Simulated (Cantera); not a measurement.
A freely propagating, adiabatic, planar premixed flame of C₃H₈ : O₂ : N₂ = 1 : 3.57 : 13.4 (molar parts), unburnt at 475 K and 1.00 bar; mixture-averaged transport, grid criteria slope 0.08 and curve 0.16, no radiation.

Computed with Cantera and GRI-Mech 3.0 (53 species, 325 reactions). GRI-Mech 3.0 was tuned for natural gas; its chemistry of propane as a main component is partial and can be far from experiment. Burning velocities carry a grid error of a few per cent, more on coarse grids.

Problem. How do the results move with these cheaper or finer settings: unity-Lewis-number transport; multicomponent transport; multicomponent+Soret transport; grid criteria slope 0.5, curve 1; grid criteria slope 0.25, curve 0.5; grid criteria slope 0.03, curve 0.06?

Solution. 
```csv
setting,laminar burning velocity,thermal thickness,peak x(HCN),peak x(HCO),grid points
as above,73.8 cm/s,0.341 mm,3.56e-5,6.90e-5,150
unity-Lewis-number transport,46.6 cm/s,0.460 mm,4.16e-5,4.28e-5,144
multicomponent transport,73.4 cm/s,0.346 mm,3.57e-5,6.85e-5,150
multicomponent+Soret transport,72.7 cm/s,0.343 mm,3.53e-5,6.93e-5,150
"grid criteria slope 0.5, curve 1",78.2 cm/s,0.380 mm,3.82e-5,6.43e-5,40
"grid criteria slope 0.25, curve 0.5",76.3 cm/s,0.354 mm,3.59e-5,6.86e-5,58
"grid criteria slope 0.03, curve 0.06",73.1 cm/s,0.339 mm,3.55e-5,6.92e-5,330
```
The base run took about 8 core-seconds (a rough figure).
Unity Lewis numbers drop preferential diffusion, which matters most where H2 and H carry the flame; Soret adds thermal diffusion.
